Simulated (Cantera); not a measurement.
A perfectly stirred reactor is fed with CH₄ : H₂O = 1 : 0.95 (molar parts), at 0.345 atm; it is held at 1775 K, and followed from long to short residence time.

Detailed kinetics in Cantera: GRI-Mech 3.0 (53 species, 325 reactions).

One state of this run: x CH₄ = 0.186; x H₂O = 0.371; x H = 0.000201; x CO = 0.00799; x CH₂CO = 9.56e-5; x C₂H₄ = 0.00384. x: mole fraction; the columns are a selection and need not sum to one.

Task: Which value of τ (s) does it belong to?
A) 0.058
B) 0.010
C) 0.14
D) 0.024

Result: B, 0.010
